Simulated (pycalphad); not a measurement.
Solubility of Si in FCC_A1 Al

CALPHAD calculation (pycalphad, COST 507 light-alloy database (1999)), 1 atm. The database dates from 1999; later assessments differ in places, in temperatures and in the compounds included. Kinetics are ignored, which matters at the lower temperatures.

Each column gives the Si content (at.%) of the matrix in two-phase equilibrium with that one phase alone, all others suspended, so the columns of phases that are not stable there are metastable solubilities; "dissolved" means that the alloy named is a single phase.

| T (K) | against DIAMOND_A4 | stable phases of Al-15Si (at.%) |
|---|---|---|
| 500 | 0.013 | DIAMOND_A4 + FCC_A1 |
| 550 | 0.037 | DIAMOND_A4 + FCC_A1 |
| 600 | 0.089 | DIAMOND_A4 + FCC_A1 |
| 640 | 0.16 | DIAMOND_A4 + FCC_A1 |
| 690 | 0.31 | DIAMOND_A4 + FCC_A1 |
| 740 | 0.55 | DIAMOND_A4 + FCC_A1 |
| 780 | 0.81 | DIAMOND_A4 + FCC_A1 |
| 830 | 1.3 | DIAMOND_A4 + FCC_A1 |

Q: Fit ln x(Si) against 1/T for the solubility against DIAMOND_A4 (mole fractions, points under 5 at.%).

A: The slope gives Q ≈ 48 kJ per mole of dissolved Si, with a prefactor of about 13; the line misses the points by up to 0.27 %.

FCC_A1 is fcc; DIAMOND_A4 is diamond (Si).
